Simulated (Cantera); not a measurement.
Input (Python, Cantera):

```python
import numpy as np
import cantera as ct

gas = ct.Solution("gri30.yaml")
gas.TPX = 675, 1000000, {'CH4': 1, 'C2H6': 0.06, 'O2': 2.23, 'N2': 8.39}
flame = ct.FreeFlame(gas, width=0.008)
flame.set_refine_criteria(ratio=3, slope=0.08, curve=0.16)
flame.transport_model = "mixture-averaged"
flame.solve(loglevel=0, auto=True)
flame.transport_model = "multicomponent"
flame.soret_enabled = True
flame.solve(loglevel=0, refine_grid=True)
z, T = flame.grid, flame.T
thick = (T[-1] - T[0]) / np.gradient(T, z).max()
show = ['CH4', 'C2H6', 'O2', 'CH2O', 'O', 'CO2']
print(f"laminar burning velocity  {flame.velocity[0] * 100:.3f} cm/s")
print(f"burnt temperature         {T[-1]:.1f} K")
print(f"thermal thickness         {thick * 1e3:.4f} mm")
print(f"grid points               {len(z)}")
z0 = z[flame.heat_release_rate.argmax()]
print(f"{'z/mm':>9s}{'T/K':>9s}{'u/(m/s)':>9s}" + "".join(f"{s:>11s}" for s in show))
rows = []
for k in (-3, -2, -1.5, -1, -0.5, -0.25, 0, 0.25, 0.5, 1, 2, 4, 8):
    zz = z0 + k * thick
    rows.append([k * thick, np.interp(zz, z, T), np.interp(zz, z, flame.velocity),
                 *(np.interp(zz, z, flame.X[gas.species_index(s)]) for s in show)])
    print(f"{rows[-1][0] * 1e3:9.3f}{rows[-1][1]:9.1f}{rows[-1][2]:9.3f}" + "".join(f"{x:11.3e}" for x in rows[-1][3:]))
```

Output:

```
laminar burning velocity  75.587 cm/s
burnt temperature         2478.3 K
thermal thickness         0.0560 mm
grid points               136
     z/mm      T/K  u/(m/s)        CH4       C2H6         O2       CH2O          O        CO2
   -0.168    676.2    0.758  8.540e-02  5.133e-03  1.907e-01  1.225e-06  1.771e-14  3.901e-06
   -0.112    681.5    0.765  8.473e-02  5.128e-03  1.902e-01  8.402e-06  4.778e-13  2.785e-05
   -0.084    697.5    0.784  8.319e-02  5.115e-03  1.890e-01  3.694e-05  1.247e-11  1.291e-04
   -0.056    780.8    0.881  7.708e-02  4.984e-03  1.825e-01  2.472e-04  2.421e-09  9.589e-04
   -0.028   1183.3    1.349  5.294e-02  3.614e-03  1.448e-01  1.449e-03  2.403e-06  8.109e-03
   -0.014   1589.9    1.829  2.846e-02  1.654e-03  1.017e-01  1.581e-03  4.649e-05  1.887e-02
    0.000   1994.2    2.307  5.808e-03  9.394e-05  5.367e-02  5.823e-04  4.564e-04  3.587e-02
    0.014   2180.0    2.514  2.600e-04  1.582e-07  2.843e-02  6.309e-05  1.477e-03  5.318e-02
    0.028   2257.5    2.591  6.286e-06  1.018e-10  2.035e-02  2.151e-06  1.701e-03  6.405e-02
    0.056   2342.6    2.674  8.420e-09  1.160e-15  1.511e-02  4.036e-09  1.253e-03  7.301e-02
    0.112   2415.0    2.746  6.308e-13  2.477e-16  1.148e-02  3.109e-10  7.472e-04  7.864e-02
    0.224   2459.7    2.790  7.811e-15  6.442e-17  9.153e-03  1.892e-10  4.798e-04  8.222e-02
    0.448   2475.9    2.805  9.089e-16  3.334e-19  8.235e-03  1.496e-10  3.968e-04  8.370e-02
```

Cantera simulation using GRI-Mech 3.0 (53 species, 325 reactions); the numbers are that mechanism's predictions, not measurements. Burning velocities carry a grid error of a few per cent, more on coarse grids.
